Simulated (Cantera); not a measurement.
A freely propagating, adiabatic, planar premixed flame of H2 : O2 : N2 = 1 : 0.781 : 2.94 (molar parts), equivalence ratio 0.64, unburnt at 698 K and 9.30 bar; mixture-averaged transport, grid criteria slope 0.08 and curve 0.16, no radiation.

Computed with Cantera and the H2/O2 subset of GRI-Mech 3.0, which has no nitrogen chemistry. The hydrogen kinetics of GRI-Mech 3.0 are dated; newer H2 mechanisms differ, most at raised pressure. Burning velocities carry a grid error of a few per cent, more on coarse grids. Lean hydrogen flames are cellular in practice and burn faster than this planar one.

Predict: laminar burning velocity; thermal thickness; peak x(H2O2); peak x(O); peak x(HO2).


```
Quantity                      Value
------------------------  ---------
laminar burning velocity   358 cm/s
thermal thickness         0.0308 mm
peak x(H2O2)               0.000174
peak x(O)                   0.00507
peak x(HO2)                 0.00105
```
